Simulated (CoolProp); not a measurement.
Properties of ethane along the isotherm 346.85 °C.

Computed with CoolProp (reference Helmholtz-energy equation of state, Bücker 2006).

| p (kPa) | phase | Z | viscosity (µPa s) | Prandtl number |
|---|---|---|---|---|
| 914 | gas | 0.9963 | 17.7 | 0.697 |
| 1830 | gas | 0.9928 | 17.9 | 0.705 |
| 2740 | gas | 0.9896 | 18.1 | 0.713 |
| 3650 | gas | 0.9867 | 18.2 | 0.721 |
| 4570 | gas | 0.9839 | 18.4 | 0.730 |
| 5480 | supercritical | 0.9815 | 18.7 | 0.739 |
| 6390 | supercritical | 0.9794 | 18.9 | 0.748 |
| 7310 | supercritical | 0.9776 | 19.1 | 0.758 |

Viscosity comes from a separate model (Friend 1991). Thermal conductivity comes from a separate model (Friend 1991).
